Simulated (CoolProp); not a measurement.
Vapour-liquid equilibrium of cyclohexane (1) + toluene (2) at 343.9 K; x and y are mole fractions of (1).

Computed with CoolProp (multi-fluid Helmholtz-energy mixture model, Zhou 2014 and Lemmon 2006; pair parameters Bell 2016).

```
x     bubble pressure, mixture model (MPa)  bubble pressure, Raoult's law (MPa)  y, mixture model  y, Raoult's law
----  ------------------------------------  -----------------------------------  ----------------  ---------------
0.05                                   ___                              0.03027               ___            0.123
0.2                                0.04072                              0.03723             0.441            0.399
0.35                               0.04864                              0.04419               ___            0.589
0.5                                    ___                              0.05115             0.724            0.727
0.65                                   ___                              0.05810             0.815            0.832
0.8                                0.06722                              0.06506             0.895            0.914
0.95                               0.07258                              0.07202             0.973            0.981
```

Question: Fill in the missing entries.

Answer: 
- 0.05, bubble pressure, mixture model (MPa): 0.03142
- 0.05, y, mixture model: 0.152
- 0.35, y, mixture model: 0.609
- 0.5, bubble pressure, mixture model (MPa): 0.05549
- 0.65, bubble pressure, mixture model (MPa): 0.06159

The largest gap from Raoult's law is +10.1 % in bubble pressure, at x = 0.35. No azeotrope shows between x = 0.05 and 0.95.

Pair parameters are fitted to limited data, so mixtures are less certain than the pure fluids.
